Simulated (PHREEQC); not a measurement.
3.1 g of hydrous ferric oxide (600 m²/g; 0.2 weak and 0.005 strong sites per Fe, Dzombak-Morel constants, diffuse double layer) in 1 kg of water with 0.3 mol/kgw of an inert sodium salt and 0.0041 mol NaF, at 25 °C; the pH is set by adding NaOH or the inert anion's acid. O2 is buffered at 0.21 atm. CO2 from the air is kept out. No solid was allowed to form.

Computed with PHREEQC (ion-association model, wateq4f.dat).

| pH | F sorbed (%) | surface charge σ (C/m²) | surface potential ψ (mV) |
|---|---|---|---|
| 4 | 72.1 | 0.207 | 97 |
| 4.75 | 69.8 | 0.183 | 90 |
| 5.5 | 61.6 | 0.137 | 77 |
| 6.25 | 47.6 | 0.087 | 57 |
| 7 | 30.9 | 0.045 | 34 |
| 7.75 | 15.9 | 0.011 | 8 |
| 8.5 | 6.2 | -0.025 | -19 |
| 9.25 | 1.9 | -0.070 | -48 |
| 10 | 0.6 | -0.133 | -75 |

Species that the database lacks are ignored.
